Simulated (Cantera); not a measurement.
An isothermal plug-flow reactor at 1100 K and 5.00 bar (inlet), inlet velocity 0.057 m/s, active area per volume 640 1/m; feed CH4 : O2 : N2 = 0.0068 : 0.042 : 0.79 (molar parts), equivalence ratio 0.32.

Detailed kinetics in Cantera: Deutschmann's 1995 Pt surface mechanism with GRI-Mech 3.0 gas chemistry. Catalytic surfaces can have several steady states; this one follows from the mechanism file's or the stated starting coverage. Mass transfer to the wall is taken as infinitely fast.

x: gas mole fraction; θ: surface coverage.

```json
[
 {"z (m)": "8.8e-05", "x CH4": "0.00711", "x O2": "0.0481", "x H2O": "0.00200", "x CO2": "0.000991", "x CO": "___", "θ free Pt": "0.258", "θ O*": "0.741", "θ OH*": "0.00146"},
 {"z (m)": "0.00019", "x CH4": "0.00608", "x O2": "0.0460", "x H2O": "0.00403", "x CO2": "0.00201", "x CO": "___", "θ free Pt": "0.259", "θ O*": "0.739", "θ OH*": "0.00206"},
 {"z (m)": "0.00041", "x CH4": "0.00430", "x O2": "0.0425", "x H2O": "0.00756", "x CO2": "0.00376", "x CO": "___", "θ free Pt": "0.263", "θ O*": "0.734", "θ OH*": "0.00280"},
 {"z (m)": "0.00088", "x CH4": "0.00196", "x O2": "0.0379", "x H2O": "0.0122", "x CO2": "0.00603", "x CO": "___", "θ free Pt": "0.268", "θ O*": "0.729", "θ OH*": "0.00356"},
 {"z (m)": "0.0019", "x CH4": "0.000286", "x O2": "0.0346", "x H2O": "0.0155", "x CO2": "0.00768", "x CO": "___", "θ free Pt": "0.272", "θ O*": "0.724", "θ OH*": "0.00404"},
 {"z (m)": "0.0041", "x CH4": "3.85e-6", "x O2": "0.0340", "x H2O": "0.0161", "x CO2": "0.00804", "x CO": "___", "θ free Pt": "0.273", "θ O*": "0.723", "θ OH*": "0.00412"},
 {"z (m)": "0.0088", "x CH4": "1.86e-9", "x O2": "0.0339", "x H2O": "0.0162", "x CO2": "0.00808", "x CO": "___", "θ free Pt": "0.273", "θ O*": "0.723", "θ OH*": "0.00413"}
]
```

Q: What belongs in the gaps?

A: 
- 8.8e-05, x CO: 5.25e-6
- 0.00019, x CO: 4.52e-6
- 0.00041, x CO: 3.25e-6
- 0.00088, x CO: 1.69e-6
- 0.0019, x CO: 6.79e-7
- 0.0041, x CO: 5.68e-8
- 0.0088, x CO: 1.63e-8
